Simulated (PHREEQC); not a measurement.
Solution (25 °C): 0.0025 mol/kgw Na2SeO4. Closed to the air; pH follows from the charge balance.

Equilibrium calculation in PHREEQC: ion-association model, wateq4f.dat.

Each row changes one thing in this solution. Precipitation was switched off in this run.

```json
[
 {"case": "as made", "pH": "7.01", "ionic strength (mol/kgw)": "0.00750"},
 {"case": "temperature from 25 to 5 °C", "pH": "7.37", "ionic strength (mol/kgw)": "0.00750"},
 {"case": "Na2SeO4 replaced by Na2B4O7 at the same molality", "pH": "9.20", "ionic strength (mol/kgw)": "0.00500"},
 {"case": "diluted 2-fold with water", "pH": "7.01", "ionic strength (mol/kgw)": "0.00375"},
 {"case": "Na2SeO4 replaced by H2SeO4 at the same molality", "pH": "2.37", "ionic strength (mol/kgw)": "0.00684"},
 {"case": "0.00016 mol/kgw KHSO4 added", "pH": "3.87", "ionic strength (mol/kgw)": "0.00795"},
 {"case": "Na2SeO4 from 0.0025 to 0.00125 mol/kgw", "pH": "7.01", "ionic strength (mol/kgw)": "0.00375"}
]
```

Complexes and solids missing from the database can't appear. Constants without temperature data keep their 25 °C values here.
